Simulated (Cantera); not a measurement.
Input: 1 mol SiH₂Cl₂, 0.0057 mol Cl₂, 15 mol N₂, equilibrated at 13.3 mbar.

Cantera equilibrium calculation (NASA polynomials, part measured and part estimated; ideal gas, pure solids and liquids). Candidate condensed phases: NH₄Cl, Si, Si₃N₄; 28 gas species. N₂ is the only nitrogen source here; it is nearly inert below about 1500 K, so the nitride shown seldom forms there in practice. The tables' values for SiCl₃ are old estimates; treat these amounts as uncertain. The numbers say what is thermodynamically allowed, not how fast it happens.

x: gas mole fraction; n: condensed amount in mol.

| T (°C) | x N₂ | x HCl | x H₂ | x SiCl₂ | x SiCl₄ | x SiCl₃ | x Cl | n Si₃N₄(s) |
|---|---|---|---|---|---|---|---|---|
| 800 | 0.886 | 0.0858 | 0.0185 | 7.35e-6 | 0.00935 | 6.56e-5 | 6.92e-8 | 0.282 |
| 850 | 0.886 | 0.0870 | 0.0179 | 2.93e-5 | 0.00898 | 0.000145 | 2.13e-7 | 0.283 |
| 900 | 0.886 | 0.0879 | 0.0174 | 0.000103 | 0.00857 | 0.000299 | 5.96e-7 | 0.284 |
| 950 | 0.885 | 0.0886 | 0.0170 | 0.000322 | 0.00807 | 0.000571 | 1.52e-6 | 0.284 |
| 1000 | 0.885 | 0.0889 | 0.0168 | 0.000905 | … | 0.00101 | 3.59e-6 | 0.283 |
| 1050 | 0.884 | 0.0884 | 0.0170 | 0.00226 | … | 0.00162 | 7.80e-6 | 0.278 |
| 1100 | 0.884 | 0.0866 | 0.0177 | 0.00496 | … | 0.00228 | 1.55e-5 | 0.267 |
| 1150 | 0.882 | 0.0830 | 0.0193 | 0.00935 | … | 0.00271 | 2.81e-5 | 0.250 |
| 1200 | 0.881 | 0.0771 | 0.0220 | 0.0150 | … | 0.00268 | 4.62e-5 | 0.227 |
| 1250 | 0.881 | 0.0694 | 0.0256 | 0.0210 | … | 0.00227 | 6.97e-5 | 0.200 |
| 1300 | 0.881 | 0.0609 | 0.0296 | 0.0267 | … | 0.00174 | 9.90e-5 | 0.174 |

Task: Fill in the missing entries.

Result: 
- 1000, x SiCl₄: 0.00736
- 1050, x SiCl₄: 0.00630
- 1100, x SiCl₄: 0.00482
- 1150, x SiCl₄: 0.00310
- 1200, x SiCl₄: 0.00164
- 1250, x SiCl₄: 0.000731
- 1300, x SiCl₄: 0.000297
